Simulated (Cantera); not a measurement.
An isothermal, constant-pressure homogeneous reactor starts with H₂ : O₂ : N₂ = 1 : 1 : 0.58 (molar parts), at 1173 K and 315 Torr.

Model: the H2/O2 subset of GRI-Mech 3.0, which has no nitrogen chemistry, integrated in Cantera. The temperature is held fixed by assumption; the heat of reaction is taken as removed at once.

x: mole fraction; the columns are a selection and need not sum to one.

```tsv
t (s)	x H₂	x O₂	x H	x H₂O₂	x O	x H₂O	x OH
0.000300	0.00204	0.241	[?]	8.32e-6	0.000189	0.478	0.000588
0.00103	0.000324	0.240	[?]	1.82e-6	1.96e-5	0.480	0.000197
0.00357	2.68e-5	0.240	[?]	4.05e-7	2.56e-6	0.481	8.61e-5
0.0123	9.03e-7	0.240	[?]	1.04e-7	4.83e-7	0.481	3.95e-5
0.0424	8.85e-8	0.240	4.42e-10	2.87e-8	1.20e-7	0.481	1.96e-5
0.146	2.44e-8	0.240	7.22e-11	8.70e-9	3.43e-8	0.481	1.05e-5
0.505	1.19e-8	0.240	2.32e-11	3.53e-9	1.33e-8	0.481	6.51e-6
1.74	1.09e-8	0.240	1.91e-11	2.86e-9	1.07e-8	0.481	5.82e-6
6.00	1.09e-8	0.240	1.91e-11	2.86e-9	1.06e-8	0.481	5.81e-6
```

Task: What belongs in the gaps?

Result: 
- 0.000300, x H: 5.21e-5
- 0.00103, x H: 2.52e-6
- 0.00357, x H: 1.05e-7
- 0.0123, x H: 4.16e-9
